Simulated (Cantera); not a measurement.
Input: 1 mol Si2H6, 0.0036 mol Cl2, 11 mol H2, equilibrated at 700 °C and 7.90 mbar.

These are equilibrium values from Cantera (NASA tables, ideal gas, pure condensed phases), not measurements of a reactor. Candidate condensed phases: Si; 19 gas species. The feed counts by its element totals alone. The numbers say what is thermodynamically allowed, not how fast it happens.

### Question
What is the equilibrium state?

### Answer
```json
{
  "x(H2)": "0.999",
  "x(HCl)": "0.000513",
  "n(Si(s))": "2.00 mol",
  "gas_amount": "14.00 mol"
}
```
